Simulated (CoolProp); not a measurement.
A closed Brayton cycle with dry air: compressor inlet 319.15 K and 6.1 MPa, high pressure 19.7 MPa, turbine inlet 915 K, compressor efficiency 0.85, turbine efficiency 0.93, recuperator effectiveness 0.9 (on enthalpy, no pinch check). Each further row changes one setting.

Values from CoolProp's reference Helmholtz-energy equation of state, Lemmon 2000. It is a pseudo-pure fit of the blend.

| case | thermal efficiency (%) | net work (kJ/kg) | compressor to turbine work | compressor exit (K) | turbine exit (K) |
|---|---|---|---|---|---|
| as stated | 35.5 | 101 | 0.61 | 469.9 | 689.8 |
| turbine inlet 865 K | … | 87.3 | … | 469.9 | 650.2 |
| compressor inlet 329.15 K | 34.0 | … | 0.63 | 484.3 | 689.8 |
| high pressure 16.7 MPa | 36.7 | 95.1 | 0.58 | 445.5 | 718.1 |
| recuperator effectiveness 0.5 | … | 101 | 0.61 | 469.9 | 689.8 |

Q: Complete the blanks.

A: 
- turbine inlet 865 K, thermal efficiency (%): 32.7
- turbine inlet 865 K, compressor to turbine work: 0.64
- compressor inlet 329.15 K, net work (kJ/kg): 96.2
- recuperator effectiveness 0.5, thermal efficiency (%): 26.7
